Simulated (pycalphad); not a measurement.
## Freezing of Si-Mn alloys with rising Mn

Computed with pycalphad from the COST 507 light-alloy database (1999), at 1 atm. The database dates from 1999; later assessments differ in places, in temperatures and in the compounds included. Amounts are mole fractions of atoms.

Scheil-Gulliver runs (no diffusion in the solid, steps of 4 K) beside full equilibrium.

| alloy | liquidus (°C) | Scheil, half solid (°C) | Scheil, 80 % solid (°C) | Scheil, invariant end (°C) | liquid left at that end | equilibrium solidus (°C) |
|---|---|---|---|---|---|---|
| Si-15.13Mn (wt.%) | 1369 | 1318 | at the invariant end | 1144 | 0.26 | 1144 |
| Si-19.69Mn (wt.%) | 1353 | 1274 | at the invariant end | 1144 | 0.34 | 1144 |
| Si-28.18Mn (wt.%) | 1318 | at the invariant end | at the invariant end | 1144 | 0.51 | 1144 |
| Si-35.93Mn (wt.%) | 1274 | at the invariant end | at the invariant end | 1144 | 0.68 | 1144 |
